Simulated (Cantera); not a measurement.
Adiabatic ignition

An adiabatic, constant-volume homogeneous reactor starts with 7.75 % CH4, 19.4 % O2, 72.9 % N2, equivalence ratio 0.80, at 1275 K and 74000 Pa.

Computed with Cantera and GRI-Mech 3.0 (53 species, 325 reactions).

```
t (s)     T (K)  P (bar)   x CH4    x O2     x CH3    x NO   x C2H
--------  -----  -------  ------  ------  --------  ------  ------
3.00e-6    1275    0.740  0.0775   0.194   6.19e-9  <1e-12  <1e-12
7.05e-6    1275    0.740  0.0775   0.194   1.48e-8  <1e-12  <1e-12
1.66e-5    1275    0.740  0.0775   0.194   3.54e-8  <1e-12  <1e-12
3.89e-5    1275    0.740  0.0775   0.194   8.53e-8  <1e-12  <1e-12
9.15e-5    1275    0.740  0.0775   0.194   2.11e-7  <1e-12  <1e-12
0.000215   1275    0.740  0.0775   0.194   5.67e-7  <1e-12  <1e-12
0.000505   1275    0.740  0.0775   0.194   1.80e-6  <1e-12  <1e-12
0.00119    1275    0.740  0.0775   0.194   7.02e-6  <1e-12  <1e-12
0.00279    1275    0.740  0.0774   0.194   1.99e-5  <1e-12  <1e-12
0.00656    1277    0.741  0.0771   0.194   3.19e-5  <1e-12  <1e-12
0.0154     1306    0.758  0.0730   0.190  0.000111  <1e-12  <1e-12
0.0362     2731     1.63  <1e-12  0.0399    <1e-12  0.0138  <1e-12
0.0851     2731     1.63  <1e-12  0.0399    <1e-12  0.0138  <1e-12
0.200      2731     1.63  <1e-12  0.0399    <1e-12  0.0138  <1e-12
```
x: mole fraction; the columns are a selection and need not sum to one.

```
Item                                                              Result
---------------------------------  -------------------------------------
time of steepest temperature rise                                17.6 ms
temperature at 0.200 s                                            2731 K
equilibrium temperature                                           2731 K
x(CH4) at 0.200 s                  <1e-12 (gas-phase equilibrium <1e-12)
x(O2) at 0.200 s                   0.0399 (gas-phase equilibrium 0.0399)
x(CH3) at 0.200 s                  <1e-12 (gas-phase equilibrium <1e-12)
```
